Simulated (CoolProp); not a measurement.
Vapour-liquid equilibrium of CH2F2 (R32) (1) + R152A (2) at 214 kPa; x and y are mole fractions of (1).

Model: multi-fluid Helmholtz-energy mixture model, Tillner-Roth 1997 and Outcalt 1996; pair parameters Bell 2016, in CoolProp.

```csv
x,bubble temperature (K),y at the bubble point,dew temperature at overall composition x (K),liquid density (mol/L)
0.05,264.7,0.137,266.5,15.03
0.15,259.9,0.352,264.4,15.67
0.25,255.8,0.509,?,16.33
0.35,252.3,0.628,259.9,17.01
0.45,249.3,0.721,257.4,17.72
0.55,246.6,0.795,254.7,18.47
0.65,244.2,0.855,251.6,19.26
0.75,242.0,0.905,248.2,20.10
0.85,240.0,0.947,244.4,20.99
0.95,?,?,239.9,21.95
```

Q: What belongs in the gaps?

A: 
- 0.25, dew temperature at overall composition x (K): 262.3
- 0.95, bubble temperature (K): 238.2
- 0.95, y at the bubble point: 0.984

No azeotrope shows between x = 0.05 and 0.95.

Pair parameters are fitted to limited data, so mixtures are less certain than the pure fluids.
